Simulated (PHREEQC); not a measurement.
Ultrapure water in contact with air or piping: an equilibrium model

Model water analysis in mg/kgw, 25 °C, pH 6.2, pe -1.7:

```
constituent          mg/kgw
------------------  -------
Na                   0.0487
K                   0.00698
Ca                   0.0335
Mg                   0.0323
Cl                   0.0176
S(6) as SO4          0.0821
Alkalinity as HCO3    0.263
B                   0.00217
Si as SiO2          0.00224
```

Valence states are taken as typed.

Model: ion-association model, wateq4f.dat, run in PHREEQC.

This is a speciation only: nothing precipitates in the calculation.

Predict the charge-balance error.

charge-balance error 0.8 %.

In which forms is C present?

CO2 59 %, HCO3- 41 % of the C.

Species that the database lacks are ignored.
